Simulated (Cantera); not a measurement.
Cantera run:

```python
import numpy as np
import cantera as ct

gas_names = [...]  # 110 gases of nasa_gas.yaml made of C, H, O
cond_names = """
    C(gr) C6H6(L) C7H8(L) C8H18(L),n-octa H2O(s) H2O(L)
""".split()


# ... load() reads the species with a 1 bar reference pressure and builds the phases ...
atoms = {
    'C3H6': {'C': 3, 'H': 6},
    'H2': {'H': 2},
    'CO2': {'C': 1, 'O': 2},
}
top_T = {'C(gr)': 4500}  # K; cautious upper limits of use, not melting points


# ... equilibrate(T, P, feed) seeds the gas with the atoms and calls Mixture.equilibrate('TP', solver="vcs", rtol=1e-11, max_steps=5000) ...
results = []
feed = {'C3H6': 1, 'H2': 49, 'CO2': 1}  # mol
P = 300000  # Pa
for T in [2048, 2148, 2248, 2348, 2448, 2548, 2648, 2748, 2848, 2948, 3048]:
    mix = equilibrate(T, P, feed)
    results.append((T, P, feed, dict(zip(mix.species_names, mix.species_moles))))

top = {s: max(r[3][s] / sum(r[3][g] for g in gas_names) for r in results) for s in gas_names}
cols = sorted((s for s in top if top[s] > 0.001), key=lambda s: -top[s])[:5]
seen = [c for c in cond_names if any(r[3].get(c, 0) > 1e-12 for r in results)]
print("log10 of partial pressures in bar; condensed amounts in mol")
print(f"{'T/K':>10s}" + "".join(f"{s[:9]:>10s}" for s in cols + seen))
for T, P, feed, n in results:
    ng = sum(n[g] for g in gas_names)
    print(f"{T:10.4g}" + "".join(f"{np.log10(max(n[s] / ng * P / 1e5, 1e-99)):10.3f}" for s in cols)
          + "".join(f"{n.get(c, 0):10.4g}" for c in seen))
```

Output:

```
log10 of partial pressures in bar; condensed amounts in mol
       T/K        H2         H        CO C2H2,acet       CH4     C(gr)
      2048     0.459    -2.420    -0.954    -2.520    -2.508     1.833
      2148     0.458    -2.151    -0.954    -2.259    -2.613     1.754
      2248     0.457    -1.905    -0.955    -2.023    -2.710     1.617
      2348     0.455    -1.681    -0.956    -1.807    -2.799       1.4
      2448     0.452    -1.475    -0.956    -1.611    -2.883     1.075
      2548     0.447    -1.286    -0.958    -1.433    -2.963    0.6115
      2648     0.441    -1.112    -0.960    -1.276    -3.043         0
      2748     0.435    -0.950    -0.962    -1.279    -3.190         0
      2848     0.428    -0.801    -0.966    -1.283    -3.329         0
      2948     0.419    -0.663    -0.970    -1.290    -3.464         0
      3048     0.407    -0.535    -0.976    -1.300    -3.596         0
```

Equilibrium computed with Cantera from the NASA thermochemical tables; the gas is ideal and each condensed phase is pure.
